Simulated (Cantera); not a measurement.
Thermodynamics of chemical vapour transport, feed AlN + H₂O + O₂ + HCl

Charge: 1 mol AlN, 0.037 mol H₂O, 0.014 mol O₂, 0.17 mol HCl, equilibrated at 0.100 bar.

Method: chemical equilibrium by Gibbs-energy minimisation in Cantera with the NASA 1993 tables (ideal gas, pure condensed phases). Candidate condensed phases: Al, AlCl₃, AlN, Al₂O₃, H₂O, NH₄Cl; 45 gas species. Mutual solubility and eutectic melting of coexisting phases are not modelled. The tables' values for AlCl₂ are old estimates; treat these amounts as uncertain. Equilibrium is a limit: real reactors are often held back by kinetics, nucleation or transport.

| T (°C) | x H₂ | x AlCl₃ | x N₂ | x HCl | x AlCl₂ | n AlN(s) | n Al₂O₃(s) |
|---|---|---|---|---|---|---|---|
| 1050 | 0.472 | 0.206 | 0.198 | 0.123 | 0.000885 | 0.909 | 0.0217 |
| 1075 | 0.472 | 0.206 | 0.198 | 0.122 | 0.00126 | 0.909 | 0.0217 |
| 1100 | 0.472 | 0.206 | 0.199 | 0.121 | 0.00176 | 0.909 | 0.0217 |
| 1125 | 0.473 | 0.206 | 0.199 | 0.120 | 0.00244 | 0.909 | 0.0217 |
| 1150 | 0.473 | 0.205 | 0.199 | 0.119 | 0.00333 | 0.909 | 0.0217 |
| 1175 | 0.473 | 0.204 | 0.199 | 0.119 | 0.00450 | 0.909 | 0.0217 |
| 1200 | 0.472 | 0.203 | 0.200 | 0.118 | 0.00600 | 0.908 | 0.0217 |
| 1225 | 0.472 | 0.201 | 0.200 | 0.116 | 0.00791 | 0.908 | 0.0217 |
x: gas mole fraction; n: condensed amount in mol.

From 1050 °C to 1225 °C the condensed part is AlN(s) + Al₂O₃(s). The main Al-bearing gas is AlCl₃ throughout.
